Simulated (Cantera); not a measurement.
An isothermal, constant-pressure homogeneous reactor starts with 1.84 % H2, 97.0 % O2, 1.16 % H2O, equivalence ratio 0.0095, at 1275 K and 0.0133 bar.

Detailed kinetics in Cantera: the H2/O2 subset of GRI-Mech 3.0, which has no nitrogen chemistry. Radical loss at walls, strong at low pressure, is not modelled.

One state of this run: x H2 = 2.33e-5; x O2 = 0.968; x O = 0.00150; x H2O2 = 2.38e-8; x OH = 0.000731; x H2O = 0.0299. x: mole fraction; the columns are a selection and need not sum to one.

### Question
Which value of t (s) does it belong to?
A) 0.0153
B) 0.391
C) 0.00135
D) 0.0775

### Answer
B, 0.391
